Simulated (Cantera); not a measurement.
Feed: 1 mol SiCl₄, 0.14 mol CH₄, 86 mol H₂, held at 8.60 mbar.

Equilibrium computed with Cantera from the NASA thermochemical tables; the gas is ideal and each condensed phase is pure. Candidate condensed phases: C, C₆H₆, C₇H₈, C₈H₁₈, Si, SiC; 109 gas species. The tables' values for SiCl are old estimates; treat these amounts as uncertain. Gases not in the tables: Si₂H₆ and higher silanes. The numbers say what is thermodynamically allowed, not how fast it happens.

Question: At 2225 K, list the 7 most abundant gas species with their mole fractions, and the condensed phases.

Answer: H₂ 0.882, H 0.0656, HCl 0.0397, Si 0.00871, Cl 0.00215, SiCl₂ 0.000539, C₂H₂ (acetylene) 0.000441. Condensed: gas only.
